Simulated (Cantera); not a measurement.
Diamond growth

A diamond (100) surface in a fixed gas of H2 with x(CH4) = 0.0058, x(CH3) = 7.1e-05, at 1348 K, 0.0100 bar; coverages are run to steady state.

Cantera simulation using the Harris–Goodwin 1993 mechanism for the reconstructed diamond (100) surface; the numbers are that mechanism's predictions, not measurements.

```
x(H)     growth (µm/h)  θ c6HH  θ c6H*  θ c6*H   θ c6**
-------  -------------  ------  ------  ------  -------
0.0001        0.000405   0.683  0.0288   0.285  0.00369
0.00021        0.00201   0.570  0.0387   0.383  0.00915
0.00043        0.00744   0.481  0.0459   0.454   0.0180
0.00089         0.0214   0.422  0.0504   0.498   0.0291
0.0019          0.0478   0.386  0.0527   0.521   0.0400
0.0038          0.0786   0.368  0.0537   0.531   0.0473
0.008            0.111   0.358  0.0542   0.536   0.0522
0.017            0.142   0.353  0.0544   0.538   0.0548
0.034            0.172   0.351  0.0545   0.539   0.0561
```
θ: site fractions in the mechanism's names (c6HH fully hydrogenated, c6H* and c6*H radical sites, c6** diradical, c6HM methylated).
